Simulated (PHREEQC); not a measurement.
Nickel, zinc or cadmium bath (model solution)

Make-up at 20 °C: 0.035 mol/kgw ZnSO4, 6.2e-05 mol/kgw KCl and 0.0089 mol/kgw MnSO4. Closed to the air; pH follows from the charge balance.

Equilibrium calculation in PHREEQC: ion-association model, wateq4f.dat.

Each row changes one thing in this solution. Precipitation was switched off in this run.

| case | pH | ionic strength (mol/kgw) | SO4-2 (mol/kgw) | Zn+2 (mol/kgw) | ZnSO4 (mol/kgw) | Zn(SO4)2-2 (mol/kgw) | SI of Zincite(c) (ZnO) | SI of Zn(OH)2-e (Zn(OH)2) |
|---|---|---|---|---|---|---|---|---|
| as made | 5.73 | 0.0979 | 0.0219 | 0.0186 | 0.0138 | 0.00260 | -2.07 | -2.16 |
| MnSO4 left out | 5.70 | 0.0785 | 0.0176 | 0.0196 | 0.0134 | 0.00204 | -2.09 | -2.18 |
| KCl replaced by K2SiO3 at the same molality | 7.11 | 0.0978 | 0.0219 | 0.0186 | 0.0137 | 0.00260 | +0.69 | +0.60 |
| KCl from 6.2e-05 to 0.00062 mol/kgw | 5.73 | 0.0985 | 0.0219 | 0.0186 | 0.0137 | 0.00260 | -2.08 | -2.17 |
| ZnSO4 from 0.035 to 0.0525 mol/kgw | 5.68 | 0.130 | 0.0276 | 0.0268 | 0.0208 | 0.00492 | -2.04 | -2.13 |
| KCl left out | 5.73 | 0.0978 | 0.0219 | 0.0186 | 0.0138 | 0.00260 | -2.07 | -2.16 |
| ZnSO4 from 0.035 to 0.0315 mol/kgw | 5.74 | 0.0913 | 0.0206 | 0.0170 | 0.0123 | 0.00220 | -2.08 | -2.17 |
| 0.0031 mol/kgw Na2SO4 added | 5.75 | 0.104 | 0.0238 | 0.0181 | 0.0140 | 0.00288 | -2.06 | -2.15 |

Some of these states are supersaturated (in Zn4(OH)6SO4, Zn(OH)2-e, for instance).
